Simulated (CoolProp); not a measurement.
Hexamethyldisiloxane (MM) at 246.4 K and 2.03 MPa is throttled through a valve to 0.763 MPa with no heat exchange. Each further row changes one setting.

Model: reference Helmholtz-energy equation of state, Thol 2016, in CoolProp.

| case | temperature change (K) | final density (kg/m³) |
|---|---|---|
| as stated | +0.6 | 813 |
| outlet pressure 0.229 MPa | ___ | ___ |
| outlet pressure 0.992 MPa | +0.5 | ___ |

Task: Fill in the missing entries.

Result: 
- outlet pressure 0.229 MPa, temperature change (K): +0.9
- outlet pressure 0.229 MPa, final density (kg/m³): 812
- outlet pressure 0.992 MPa, final density (kg/m³): 814
